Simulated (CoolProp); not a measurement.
Vapour-liquid equilibrium of carbon dioxide (1) + R152A (2) at -20.75 °C; x and y are mole fractions of (1).

Model: multi-fluid Helmholtz-energy mixture model, Span 1996 and Outcalt 1996; pair parameters Bell 2016, in CoolProp.

```csv
x,"bubble pressure, mixture model (bar)","bubble pressure, Raoult's law (bar)","y, mixture model","y, Raoult's law"
0.05,2.014,2.072,…,0.464
0.2,4.592,4.784,0.775,0.805
0.35,…,7.495,0.874,0.899
0.5,9.777,10.21,…,0.943
0.65,12.41,12.92,0.952,0.968
0.8,15.16,15.63,0.975,0.985
0.95,18.16,18.34,0.994,0.997
```

Problem. What belongs in the gaps?

Solution. 
- 0.05, y, mixture model: 0.434
- 0.35, bubble pressure, mixture model (bar): 7.183
- 0.5, y, mixture model: 0.922

The largest gap from Raoult's law is -4.2 % in bubble pressure, at x = 0.5. No azeotrope shows between x = 0.05 and 0.95.

Pair parameters are fitted to limited data, so mixtures are less certain than the pure fluids.
